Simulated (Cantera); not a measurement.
A closed system holds: 1 mol Al, 0.9 mol O2, 50 mol N2, equilibrated at 2198.15 K and 13.3 mbar.

These are equilibrium values from Cantera (NASA tables, ideal gas, pure condensed phases), not measurements of a reactor. The numbers say what is thermodynamically allowed, not how fast it happens.

| species | before | after |
|---|---|---|
| N2 | 0.996 | 0.997 |
| O2 | 0.00183 | 0.00299 |
| NO | 0.00132 | 1.04e-7 |
| O | 0.000991 | <1e-9 |
| Al2O3(s), mol | 0.500 | 0.500 |
Gas species are given as mole fractions.

### Question
What was changed between the two runs?
A. O2 from 0.9 to 21 mol
B. temperature from 2198.15 K to 748 K
C. O2 from 0.9 to 4.9 mol
D. O2 from 0.9 to 27 mol

### Answer
B, temperature from 2198.15 K to 748 K
